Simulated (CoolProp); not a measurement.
Saturation properties of octamethyltrisiloxane (MDM).

The numbers come from the reference Helmholtz-energy equation of state, Thol 2017 in CoolProp.

| T (K) | p (MPa) | liquid density (kg/m³) | liquid cp (kJ/(kg K)) | surface tension (mN/m) |
|---|---|---|---|---|
| 424.6 | 0.09862 | 676.5 | 2.109 | 6.45 |
| 433.3 | 0.1233 | 665.4 | 2.134 | 5.87 |
| 441.9 | 0.1521 | 654.1 | 2.159 | 5.31 |
| 450.6 | 0.1863 | 642.3 | 2.186 | 4.76 |
| 459.3 | 0.2260 | 630.1 | 2.213 | 4.24 |
| 467.9 | 0.2713 | 617.5 | 2.241 | 3.74 |
| 476.6 | 0.3238 | 604.2 | 2.272 | 3.25 |
| 485.3 | 0.3837 | 590.2 | 2.305 | 2.79 |

It boils at 425.6 K under 1 atm.

Surface tension comes from a separate correlation (Mulero 2014), older than this fluid's equation and unchecked against measurements.
